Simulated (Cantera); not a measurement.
Ignition delay

Mixture: CH₄ : CO : O₂ : N₂ = 1 : 0.098 : 1.14 : 4.28 (molar parts), equivalence ratio 1.8, at 0.310 bar, adiabatic and at constant volume. Ignition delay is the time to a rise of 400 K.

Cantera simulation using GRI-Mech 3.0 (53 species, 325 reactions); the numbers are that mechanism's predictions, not measurements.

```json
[
 {"T0 (K)": "1125", "delay (ms)": "562"},
 {"T0 (K)": "1200", "delay (ms)": "167"},
 {"T0 (K)": "1275", "delay (ms)": "54.6"},
 {"T0 (K)": "1350", "delay (ms)": "19.6"},
 {"T0 (K)": "1425", "delay (ms)": "7.79"},
 {"T0 (K)": "1500", "delay (ms)": "3.44"}
]
```

- apparent activation energy between 1350 and 1500 K: 200 kJ/mol
